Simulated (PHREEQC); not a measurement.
Make-up at 10 °C: 0.06 mol/kgw HF, 0.017 mol/kgw NH4F and 0.00028 mol/kgw (NH4)2SiF6. Closed to the air; pH follows from the charge balance.

Computed with PHREEQC (ion-association model, wateq4f.dat).

| quantity | before | after |
|---|---|---|
| pH | 2.63 | 2.21 |
| ionic strength (mol/kgw) | 0.0205 | 0.00758 |
| HF (mol/kgw) | 0.0405 | 0.0391 |
| F- (mol/kgw) | 0.0173 | 0.00596 |
| H2F2 (mol/kgw) | 0.00725 | 0.00671 |
| HF2- (mol/kgw) | 0.00234 | 0.000774 |

Q: Which change was made?
A) (NH4)2SiF6 replaced by NaBF4 at the same molality
B) diluted 5-fold with water
C) NH4F left out
D) (NH4)2SiF6 replaced by NaHF2 at the same molality
E) (NH4)2SiF6 from 0.00028 to 0.0028 mol/kgw

A: C, NH4F left out

No solid was allowed to form. wateq4f.dat counts part of the HF as a dimer, H2F2, which phreeqc.dat doesn't know; its constant is uncertain. Away from 25 °C the constants follow the database's enthalpies or fits; those with neither stay at their 25 °C values. SiF6-2 is the database's only silicon fluoride.
